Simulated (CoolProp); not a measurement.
Vapour-liquid equilibrium of CH2F2 (R32) (1) + R125 (2) at 0.402 bar; x and y are mole fractions of (1).

Computed with CoolProp (multi-fluid Helmholtz-energy mixture model, Tillner-Roth 1997 and Lemmon 2005; pair parameters Lemmon 2004).

Problem. Give the bubble temperature and the first vapour's composition at x = 0.275, 0.65, 0.725. Is there an azeotrope?

Solution. x = 0.275: 206.6 K, y = 0.329; x = 0.65: 205.2 K, y = 0.687; x = 0.725: 205.1 K, y = 0.751. y crosses x between x = 0.875 and 0.95: the model has an azeotrope there.

The pair parameters rest on a limited set of measurements; away from them the model extrapolates.
